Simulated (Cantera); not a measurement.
An isothermal, constant-pressure homogeneous reactor starts with H2 : O2 = 0.33 : 1 (molar parts), equivalence ratio 0.17, at 1450 K and 2670 Pa.

Model: GRI-Mech 3.0 (53 species, 325 reactions), integrated in Cantera. Radical loss at walls, strong at low pressure, is not modelled. The temperature is held fixed by assumption; the heat of reaction is taken as removed at once.

One state of this run: x H2 = 2.19e-6; x O2 = 0.717; x H2O = 0.283; x H = 9.68e-8; x H2O2 = 6.31e-9. x: mole fraction; the columns are a selection and need not sum to one.

### Question
Which value of t (s) does it belong to?
A) 0.00590
B) 1.36
C) 0.348
D) 0.000389

### Answer
B, 1.36
